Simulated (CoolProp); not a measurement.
Vapour-liquid equilibrium of CHF3 (R23) (1) + n-butane (2) at 264.6 K; x and y are mole fractions of (1).

Computed with CoolProp (multi-fluid Helmholtz-energy mixture model, Penoncello 2003 and Bücker 2006; pair parameters Bell 2016).

| x | bubble pressure, mixture model (MPa) | bubble pressure, Raoult's law (MPa) | y, mixture model | y, Raoult's law |
|---|---|---|---|---|
| 0.05 | 0.4123 | 0.1684 | 0.812 | 0.584 |
| 0.15 | 0.9499 | 0.3576 | 0.912 | 0.825 |
| 0.25 | 1.293 | 0.5468 | 0.932 | 0.899 |
| 0.35 | 1.472 | 0.7360 | 0.940 | 0.935 |
| 0.45 | 1.547 | 0.9252 | 0.942 | 0.956 |
| 0.55 | 1.577 | 1.114 | 0.944 | 0.970 |
| 0.65 | 1.605 | 1.304 | 0.945 | 0.980 |
| 0.75 | 1.658 | 1.493 | 0.950 | 0.988 |
| 0.85 | 1.748 | 1.682 | 0.960 | 0.993 |
| 0.95 | 1.883 | 1.871 | 0.982 | 0.998 |

The largest gap from Raoult's law is +165.6 % in bubble pressure, at x = 0.15. No azeotrope shows between x = 0.05 and 0.95.

Pair parameters are fitted to limited data, so mixtures are less certain than the pure fluids. With so large a gap from Raoult's law the liquid may split in two, which this calculation doesn't test in full.
